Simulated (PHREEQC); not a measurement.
Dissolve 0.0044 mol H3BO3, 0.13 mol NaOH and 0.00013 mol KCl per kg of water at 25 °C. It is in equilibrium with CO2 at log p = -3.4 (atm). Otherwise closed; pH follows from the charge balance.

All values are PHREEQC results (ion-association model, wateq4f.dat), not measurements.

The ionic strength comes out as 0.135 mol/kgw. What activity coefficients do H2BO3-, Na+, K+, NaCO3-, CO3-2 get?

H2BO3- 0.72, Na+ 0.77, K+ 0.74, NaCO3- 0.77, CO3-2 0.35.

Precipitation was switched off in this run. Complexes and solids missing from the database can't appear.
